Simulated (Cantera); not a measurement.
A closed system holds: 1 mol Si, 2.9 mol H2, 0.57 mol Cl2, held at 973.15 K and 570000 Pa.

Cantera equilibrium calculation (NASA polynomials, part measured and part estimated; ideal gas, pure solids and liquids). Candidate condensed phases: Si; 19 gas species. The tables' values for SiCl3 are old estimates; treat these amounts as uncertain. Rates play no part.

Base state: H2 0.890, SiHCl3 0.0502, SiCl4 0.0490, SiH2Cl2 0.00537, HCl 0.00489, SiCl3 0.000272, SiH3Cl 0.000145, SiCl2 4.32e-5 (mole fractions); condensed: Si(s).

Q: What changes in the equilibrium state with this change: temperature from 973.15 K to 1698.15 K?

A: 
```
species       before    after
----------  --------  -------
H2             0.890    0.794
HCl          0.00489    0.114
SiCl2        4.32e-5   0.0588
SiCl3       0.000272   0.0146
SiCl4         0.0490  0.00715
SiHCl3        0.0502  0.00958
H              <1e-9  5.40e-5
SiH2           <1e-9  1.11e-5
Si(s), mol     0.670        0
Si(l), mol         0    0.687
```
Gases not in the tables: Si2H6 and higher silanes.
